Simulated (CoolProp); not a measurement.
Propylene along the isobar 191 bar: Z from the reference equation and from simpler models built on Tc = 91.1 °C, pc = 45.55 bar, ω = 0.146; each cubic takes its own stable root.

Computed with CoolProp (reference Helmholtz-energy equation of state, Lemmon 2013).

| T (°C) | phase | reference | van der Waals | Peng-Robinson |
|---|---|---|---|---|
| -66.65 | liquid | 0.7214 | 1.106 | 0.6797 |
| -42.65 | liquid | 0.6725 | 1.018 | 0.6304 |
| -18.75 | liquid | 0.6356 | 0.9495 | 0.5943 |
| 5.25 | liquid | 0.6080 | 0.8949 | 0.5687 |
| 29.25 | liquid | 0.5886 | 0.8517 | 0.5524 |
| 53.25 | liquid | 0.5767 | 0.8178 | 0.5449 |
| 77.15 | liquid | 0.5722 | 0.7919 | 0.5464 |
| 101.15 | supercritical | 0.5757 | 0.7729 | 0.5574 |
